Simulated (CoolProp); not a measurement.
R134a at 295.48 K and 2.52 MPa is throttled through a valve to 0.592 MPa with no heat exchange. Each further row changes one setting.

Computed with CoolProp (reference Helmholtz-energy equation of state, Tillner-Roth 1994).

| case | temperature change (K) | final phase | final density (kg/m³) |
|---|---|---|---|
| as stated | -1.2 | two-phase, vapour fraction 0.010 | 859 |
| outlet pressure 0.178 MPa | -35.3 | two-phase, vapour fraction 0.231 | 37.9 |
| outlet pressure 0.77 MPa | +0.1 | liquid | 1220 |
